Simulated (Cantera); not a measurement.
## Boron, boron nitride and boron oxide: B₂H₆ + H₂O + H₂

Input: 1 mol B₂H₆, 1.9 mol H₂O, 20 mol H₂, at 1.00 Torr.

Equilibrium computed with Cantera from the NASA thermochemical tables; the gas is ideal and each condensed phase is pure. Candidate condensed phases: B, B₂O₃, B₃O₃H₃, H₂O; 23 gas species. The feed counts by its element totals alone. The tables' values for BH₂ are old estimates; treat these amounts as uncertain. The numbers say what is thermodynamically allowed, not how fast it happens.

| T (K) | x H₂ | x H | x BO | x HBO | x B₂O₂ | n B(s) |
|---|---|---|---|---|---|---|
| 2000 | 0.891 | 0.0420 | 0.0253 | 0.0369 | 0.00417 | 0.0768 |
| 2025 | 0.883 | 0.0495 | 0.0278 | 0.0350 | 0.00364 | 0.0717 |
| 2050 | 0.874 | 0.0581 | 0.0304 | 0.0330 | 0.00315 | 0.0656 |
| 2075 | 0.864 | 0.0678 | 0.0328 | 0.0309 | 0.00270 | 0.0583 |
| 2100 | 0.853 | 0.0788 | 0.0352 | 0.0288 | 0.00229 | 0.0492 |
| 2125 | 0.841 | 0.0912 | 0.0374 | 0.0266 | 0.00193 | 0.0378 |
| 2150 | 0.827 | 0.105 | 0.0395 | 0.0245 | 0.00161 | 0.0234 |
| 2175 | 0.811 | 0.120 | 0.0414 | 0.0225 | 0.00133 | 0.00490 |
| 2200 | 0.794 | 0.137 | 0.0431 | 0.0205 | 0.00110 | 0 |
| 2225 | 0.776 | 0.156 | 0.0447 | 0.0187 | 0.000904 | 0 |
| 2250 | 0.756 | 0.177 | 0.0461 | 0.0169 | 0.000739 | 0 |
x: gas mole fraction; n: condensed amount in mol.

From 2000 K to 2175 K the condensed part is B(s). From 2200 K to 2250 K nothing is condensed. The main B-bearing gas is HBO at 2000 K and BO at 2250 K.
